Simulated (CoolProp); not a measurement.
Properties of CHF3 (R23) along the isotherm 311.4 K (Tc = 299.3 K, pc = 4832 kPa, ω = 0.263).

Model: reference Helmholtz-energy equation of state, Penoncello 2003, in CoolProp.

```csv
p (kPa),phase,cv (kJ/(kg K)),Joule-Thomson coefficient (K/MPa),viscosity (µPa s)
153,gas,0.6332,11.22,15.5
314,gas,0.6371,11.24,15.5
644,gas,0.6455,11.30,15.6
1320,gas,0.6643,11.41,15.7
2720,gas,0.7129,11.56,16.4
5580,supercritical,0.9060,9.905,22.7
11500,supercritical,0.8009,1.034,71.6
23500,supercritical,0.7827,0.1731,101
48300,supercritical,0.7885,-0.1665,140
```

Viscosity comes from a separate model (Shan 2000).
